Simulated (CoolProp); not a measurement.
Properties of fluorine along the isobar 20000 kPa.

The numbers come from the reference Helmholtz-energy equation of state, de Reuck 1990 in CoolProp.

```json
[
 {"T (°C)": "-157.95", "phase": "liquid", "density (kg/m³)": "(withheld)"},
 {"T (°C)": "-141.15", "phase": "liquid", "density (kg/m³)": "1236"},
 {"T (°C)": "-124.35", "phase": "supercritical", "density (kg/m³)": "1099"},
 {"T (°C)": "-107.55", "phase": "supercritical", "density (kg/m³)": "(withheld)"},
 {"T (°C)": "-90.75", "phase": "supercritical", "density (kg/m³)": "774.6"},
 {"T (°C)": "-73.95", "phase": "supercritical", "density (kg/m³)": "631.1"},
 {"T (°C)": "-57.15", "phase": "supercritical", "density (kg/m³)": "529.1"},
 {"T (°C)": "-40.35", "phase": "supercritical", "density (kg/m³)": "(withheld)"},
 {"T (°C)": "-23.55", "phase": "supercritical", "density (kg/m³)": "405.7"},
 {"T (°C)": "-6.75", "phase": "supercritical", "density (kg/m³)": "(withheld)"},
 {"T (°C)": "10.05", "phase": "supercritical", "density (kg/m³)": "335.3"},
 {"T (°C)": "26.85", "phase": "supercritical", "density (kg/m³)": "310.2"}
]
```

Fill in the missing entries.


- -157.95, density (kg/m³): 1357
- -107.55, density (kg/m³): 942.1
- -40.35, density (kg/m³): 457.7
- -6.75, density (kg/m³): 366.2
